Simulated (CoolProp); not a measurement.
Aqueous ethanol as a coolant, 54 % by mass, freezing at -40.5 °C, 1 atm.

Model: Melinder's fits for secondary coolants, in CoolProp.

```tsv
T (°C)	viscosity (mPa s)	cp (kJ/(kg K))	density (kg/m³)	conductivity (W/(m K))
-7.4	8.86	3.434	926.6	0.296
-2.1	6.85	[?]	922.3	0.297
3.1	[?]	3.564	918.1	0.298
8.3	4.36	3.621	914.0	[?]
13.6	3.54	3.674	909.7	0.300
18.8	[?]	3.722	905.5	0.301
24	2.44	3.764	901.3	0.302
29.3	2.05	[?]	897.0	0.303
34.5	1.74	[?]	892.7	0.303
39.7	1.47	3.856	888.4	[?]
```

Q: Complete the blanks.

A: 
- -2.1, cp (kJ/(kg K)): 3.502
- 3.1, viscosity (mPa s): 5.42
- 8.3, conductivity (W/(m K)): 0.299
- 18.8, viscosity (mPa s): 2.93
- 29.3, cp (kJ/(kg K)): 3.801
- 34.5, cp (kJ/(kg K)): 3.832
- 39.7, conductivity (W/(m K)): 0.304
